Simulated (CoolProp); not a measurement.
The fluid at 293.15 K and 0.859 MPa is throttled through a valve to 0.328 MPa with no heat exchange. The same conditions are run with several fluids, on thermodynamics alone (safety and materials aside).

Model: reference Helmholtz-energy equation of state of each fluid (R407C: Lemmon 2003; R1132(E): Akasaka 2024; CH2F2 (R32): Tillner-Roth 1997; nitrous oxide: Lemmon 2006; dry air: Lemmon 2000), in CoolProp. Blends and air are pseudo-pure fits.

| fluid | temperature change (K) | final density (kg/m³) |
|---|---|---|
| R407C | -13.6 | ? |
| R1132(E) | ? | 9.35 |
| CH2F2 (R32) | ? | ? |
| nitrous oxide | ? | ? |
| dry air | -1.2 | ? |

Task: What belongs in the gaps?

Result: 
- R407C, final density (kg/m³): 13.1
- R1132(E), temperature change (K): -9.9
- CH2F2 (R32), temperature change (K): -15.2
- CH2F2 (R32), final density (kg/m³): 7.80
- nitrous oxide, temperature change (K): -6.2
- nitrous oxide, final density (kg/m³): 6.18
- dry air, final density (kg/m³): 3.92
